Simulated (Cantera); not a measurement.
## Adiabatic ignition

An adiabatic, constant-volume homogeneous reactor starts with CH4 : O2 : N2 : H2O = 1 : 3.57 : 19.6 : 4.1 (molar parts), equivalence ratio 0.56, at 1300 K and 1200 Torr.

Detailed kinetics in Cantera: GRI-Mech 3.0 (53 species, 325 reactions).

```
t (s)     T (K)  P (bar)   x CH4    x O2  x H2O   x CH2CO   x HCN   x C2H
--------  -----  -------  ------  ------  -----  --------  ------  ------
5.00e-6    1300     1.60  0.0354   0.126  0.145    <1e-12  <1e-12  <1e-12
1.63e-5    1300     1.60  0.0354   0.126  0.145    <1e-12  <1e-12  <1e-12
5.29e-5    1300     1.60  0.0354   0.126  0.145    <1e-12  <1e-12  <1e-12
0.000172   1300     1.60  0.0354   0.126  0.145    <1e-12  <1e-12  <1e-12
0.000559   1300     1.60  0.0354   0.126  0.145    <1e-12  <1e-12  <1e-12
0.00182    1300     1.60  0.0353   0.126  0.145  5.18e-10  <1e-12  <1e-12
0.00592    1304     1.60  0.0347   0.126  0.146   1.48e-7  <1e-12  <1e-12
0.0192     2183     2.69  <1e-12  0.0548  0.213    <1e-12  <1e-12  <1e-12
0.0626     2181     2.69  <1e-12  0.0543  0.213    <1e-12  <1e-12  <1e-12
0.204      2176     2.68  <1e-12  0.0532  0.213    <1e-12  <1e-12  <1e-12
0.662      2171     2.68  <1e-12  0.0522  0.213    <1e-12  <1e-12  <1e-12
2.15       2170     2.68  <1e-12  0.0521  0.213    <1e-12  <1e-12  <1e-12
7.00       2170     2.68  <1e-12  0.0521  0.213    <1e-12  <1e-12  <1e-12
```
x: mole fraction; the columns are a selection and need not sum to one.

```yaml
time_of_steepest_temperature_rise: 11.1 ms
temperature at 7.00 s: 2170 K
equilibrium_temperature: 2170 K
x(CH4) at 7.00 s: <1e-12 (gas-phase equilibrium <1e-12)
x(O2) at 7.00 s: 0.0521 (gas-phase equilibrium 0.0521)
x(H2O) at 7.00 s: 0.213 (gas-phase equilibrium 0.213)
```
